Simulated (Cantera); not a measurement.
A perfectly stirred reactor is fed with CH3OH : O2 : N2 = 1 : 1.72 : 6.9 (molar parts), at 1.78 atm; it is adiabatic with a 698 K inlet, and is followed from long to short residence time, starting on the burning branch (τ in s: 0.066, 0.027, 0.011, 0.0045, 0.0018, 0.00075, 0.00031, 0.00013, 5.1e-05, 2.1e-05, 8.6e-06, 3.5e-06).

Detailed kinetics in Cantera: GRI-Mech 3.0 (53 species, 325 reactions). GRI-Mech 3.0 was tuned for natural gas; its chemistry of methanol as a main component is partial and can be far from experiment.

Problem. What does this change do: O2 1.72 to 2.6 parts?

Solution. 
```
quantity                                                                      before                               after
------------------------------------------------  ----------------------------------  ----------------------------------
blow-out, bracketed by the residence times tried  burning at 51.0 µs, out at 21.0 µs  burning at 51.0 µs, out at 21.0 µs
x(CH3OH) at τ = 66.0 ms                                                      5.96e-7                             6.17e-7
x(O2) at τ = 66.0 ms                                                          0.0229                              0.0979
x(HO2) at τ = 66.0 ms                                                        2.60e-6                             5.72e-6
x(CH4) at τ = 66.0 ms                                                        3.33e-8                             1.23e-8
x(HCO) at τ = 66.0 ms                                                        2.85e-8                             2.36e-8
x(CH3OH) at τ = 0.310 ms                                                     4.41e-5                             5.23e-5
x(O2) at τ = 0.310 ms                                                         0.0338                               0.102
x(HO2) at τ = 0.310 ms                                                       1.53e-5                             2.62e-5
x(CH4) at τ = 0.310 ms                                                       9.86e-7                             3.33e-7
x(HCO) at τ = 0.310 ms                                                       5.92e-6                             4.93e-6
```

Problem. What does this change do: pressure from 1.78 atm to 4.93 atm?

Solution. 
| quantity | before | after |
|---|---|---|
| blow-out, bracketed by the residence times tried | burning at 51.0 µs, out at 21.0 µs | burning at 21.0 µs, out at 8.60 µs |
| x(CH3OH) at τ = 66.0 ms | 5.96e-7 | 2.80e-7 |
| x(O2) at τ = 66.0 ms | 0.0229 | 0.0215 |
| x(HO2) at τ = 66.0 ms | 2.60e-6 | 3.36e-6 |
| x(CH4) at τ = 66.0 ms | 3.33e-8 | 2.66e-8 |
| x(HCO) at τ = 66.0 ms | 2.85e-8 | 1.06e-8 |
| x(CH3OH) at τ = 0.310 ms | 4.41e-5 | 2.86e-5 |
| x(O2) at τ = 0.310 ms | 0.0338 | 0.0285 |
| x(HO2) at τ = 0.310 ms | 1.53e-5 | 1.26e-5 |
| x(CH4) at τ = 0.310 ms | 9.86e-7 | 6.48e-7 |
| x(HCO) at τ = 0.310 ms | 5.92e-6 | 2.20e-6 |
